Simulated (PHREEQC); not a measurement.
## Reverse-osmosis permeate: speciation

Synthetic water in mg/L, 20 °C, pH 5.69, pe 8:

| constituent | mg/L |
|---|---|
| Na | 1.39 |
| K | 0.212 |
| Ca | 1.81 |
| Mg | 0.246 |
| Cl | 1.2 |
| S(6) as SO4 | 3.26 |
| Alkalinity as HCO3 | 4.54 |
| N(5) as NO3 | 0.00332 |

Valence states are taken as typed.

All values are PHREEQC results (ion-association model, wateq4f.dat), not measurements.

| Property | Value |
|---|---|
| ionic strength | 0.000266 mol/kgw |
| charge-balance error | 0.1 % |

```json
[
 {"species": "CO2", "molality": "0.000369", "activity": "0.000369", "log γ": "0.000"},
 {"species": "HCO3-", "molality": "7.64e-5", "activity": "7.50e-5", "log γ": "-0.008"},
 {"species": "Na+", "molality": "6.04e-5", "activity": "5.93e-5", "log γ": "-0.008"},
 {"species": "Ca+2", "molality": "4.49e-5", "activity": "4.17e-5", "log γ": "-0.032"},
 {"species": "Cl-", "molality": "3.39e-5", "activity": "3.32e-5", "log γ": "-0.008"},
 {"species": "SO4-2", "molality": "3.36e-5", "activity": "3.12e-5", "log γ": "-0.032"},
 {"species": "Mg+2", "molality": "1.01e-5", "activity": "9.34e-6", "log γ": "-0.032"},
 {"species": "K+", "molality": "5.42e-6", "activity": "5.32e-6", "log γ": "-0.008"},
 {"species": "H+", "molality": "2.08e-6", "activity": "2.04e-6", "log γ": "-0.008"},
 {"species": "CaSO4", "molality": "2.48e-7", "activity": "2.48e-7", "log γ": "0.000"},
 {"species": "MgSO4", "molality": "5.99e-8", "activity": "5.99e-8", "log γ": "0.000"},
 {"species": "NO3-", "molality": "5.35e-8", "activity": "5.25e-8", "log γ": "-0.008"},
 {"species": "CaHCO3+", "molality": "3.73e-8", "activity": "3.66e-8", "log γ": "-0.008"}
]
```

This is a speciation only: nothing precipitates in the calculation.
